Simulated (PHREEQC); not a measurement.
## Brine (model solution)

Make-up at 20 °C: 3.3 mol/kgw HCl, 0.088 mol/kgw SrCl2 and 0.48 mol/kgw MgCl2. Closed to the air; pH follows from the charge balance.

Computed with PHREEQC (Pitzer model, pitzer.dat).

Precipitation was switched off in this run.

**Question.** Predict the pH, osmotic coefficient.

**Answer.** pH -1.35; osmotic coefficient 1.602.

In brines, pH and single-ion activities rest on the MacInnes convention.
